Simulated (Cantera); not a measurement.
A closed system holds: 1 mol KOH, a varied amount of H2O, 0.89 mol CO2, held at 510000 Pa.

Equilibrium computed with Cantera from the NASA thermochemical tables; the gas is ideal and each condensed phase is pure. Candidate condensed phases: C, C6H6, C7H8, C8H18, H2O, K, KOH, KO2, K2CO3, K2O, K2O2; 116 gas species. Equilibrium is a limit: real reactors are often held back by kinetics, nucleation or transport.

Task: What condenses at these points (T in °C, n(H2O) in mol): (625, 5.9); (1525, 1.7); (1125, 5.9); (1025, 9.1)?

Result: 
```csv
T (°C),n(H2O) in mol,condensed phases,K condensed (%)
625,5.9,K2CO3,100.0
1525,1.7,gas only,0.0
1125,5.9,K2CO3,91.1
1025,9.1,K2CO3,96.3
```
